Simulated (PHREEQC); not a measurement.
Make-up at 10 °C: 3.8 mmol/kgw NaAlO2. Closed to the air; pH follows from the charge balance.

All values are PHREEQC results (ion-association model, phreeqc.dat), not measurements.

No solid was allowed to form.

Q: What pH does the model give?

A: pH 8.93.

Saturation is exceeded, for instance for Al(OH)3(a), Gibbsite (slow to form); the values hold only as long as no solid forms. Complexes and solids missing from the database can't appear. At this temperature some constants are extrapolated from 25 °C, and those without enthalpy data are left unchanged.
